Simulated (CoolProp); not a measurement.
A single-stage vapour-compression cycle with benzene: evaporating at 294.15 K (dew point), condensing at 326.15 K (bubble point), superheat 8 K, subcooling 0 K, compressor efficiency 0.75, no pressure losses. Each further row changes one setting.

The numbers come from the reference Helmholtz-energy equation of state, Thol 2012 in CoolProp.

| case | cooling COP | pressure ratio | discharge temperature (K) | refrigerating effect (kJ/kg) | volumetric capacity (kJ/m³) |
|---|---|---|---|---|---|
| as stated | 6.35 | 3.85 | 355.3 | 388 | 128 |
| evaporating temperature 299.15 K | 7.75 | 3.05 | 351.3 | … | … |
| condensing temperature 321.15 K | 7.62 | 3.19 | 348.0 | 397 | 131 |
| subcooling 5 K | 6.49 | 3.85 | 355.3 | 397 | 131 |
| superheat 18 K | 6.32 | 3.85 | 365.1 | 399 | … |
| compressor efficiency 0.65 | … | 3.85 | 362.6 | 388 | 128 |

Task: Complete the blanks.

Result: 
- evaporating temperature 299.15 K, refrigerating effect (kJ/kg): 393
- evaporating temperature 299.15 K, volumetric capacity (kJ/m³): 161
- superheat 18 K, volumetric capacity (kJ/m³): 127
- compressor efficiency 0.65, cooling COP: 5.50
